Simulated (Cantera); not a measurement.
Feed: 1 mol CaO, 32 mol HF, 0.68 mol H₂, held at 1.00 bar.

Equilibrium computed with Cantera from the NASA thermochemical tables; the gas is ideal and each condensed phase is pure. Candidate condensed phases: Ca, CaF₂, CaO, Ca(OH)₂, H₂O; 29 gas species. The numbers say what is thermodynamically allowed, not how fast it happens.

x: gas mole fraction; n: condensed amount in mol.

| T (°C) | x HF | x H₂O | x H₂ | x CaF₂ | x H | n CaF₂(s) | n CaF₂(l) |
|---|---|---|---|---|---|---|---|
| 752 | 0.947 | 0.0316 | 0.0215 | <1e-12 | 6.38e-10 | 1.00 | 0 |
| 827 | 0.947 | 0.0316 | 0.0215 | 1.29e-11 | 3.79e-9 | 1.00 | 0 |
| 902 | 0.947 | 0.0316 | 0.0215 | 2.41e-10 | 1.80e-8 | 1.00 | 0 |
| 977 | 0.947 | 0.0316 | 0.0215 | 3.11e-9 | 7.08e-8 | 1.00 | 0 |
| 1052 | 0.947 | 0.0316 | 0.0215 | 2.96e-8 | 2.40e-7 | 1.000 | 0 |
| 1127 | 0.947 | 0.0316 | 0.0215 | ___ | ___ | 1.000 | 0 |
| 1202 | 0.947 | 0.0316 | 0.0215 | 1.27e-6 | 1.90e-6 | 1.000 | 0 |
| 1277 | 0.947 | 0.0316 | 0.0215 | 6.08e-6 | 4.61e-6 | 1.000 | 0 |
| 1352 | 0.947 | 0.0316 | 0.0215 | 2.48e-5 | 1.03e-5 | 0.999 | 0 |
| 1427 | 0.947 | 0.0316 | 0.0215 | ___ | ___ | 0 | 0.997 |
| 1502 | 0.947 | 0.0316 | 0.0214 | 0.000249 | 4.24e-5 | 0 | 0.992 |
| 1577 | 0.946 | 0.0315 | 0.0214 | 0.000652 | 7.88e-5 | 0 | 0.979 |

**Question.** Some entries are withheld; supply them.

**Answer.** 
- 1427, x CaF₂: 8.66e-5
- 1427, x H: 2.16e-5
- 1127, x CaF₂: 2.18e-7
- 1127, x H: 7.13e-7
